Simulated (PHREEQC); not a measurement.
1 kg of water holding 0.0033 mol/kgw NaCl, 0.00039 mol/kgw Na2B4O7 and 0.095 mol/kgw KCl is evaporated at 25 °C; the solids stay in contact with the brine. CO2 from the air is kept out. The run lets Halite, Sylvite, Borax, Boric_acid,s, KB5O8:4H2O, K2B4O7:4H2O, NaBO2:4H2O, NaB5O8:5H2O, Teepleite precipitate or redissolve, and no other solid.

Model: Pitzer model, pitzer.dat, run in PHREEQC.

Question: Predict ionic strength, Cl in solution (mol/kgw) at water left (kg) = 0.09502, 0.02408.

Answer: 
```json
[
 {"water left (kg)": "0.09502", "ionic strength": "1.04", "Cl in solution (mol/kgw)": "1.03"},
 {"water left (kg)": "0.02408", "ionic strength": "4.12", "Cl in solution (mol/kgw)": "4.08"}
]
```
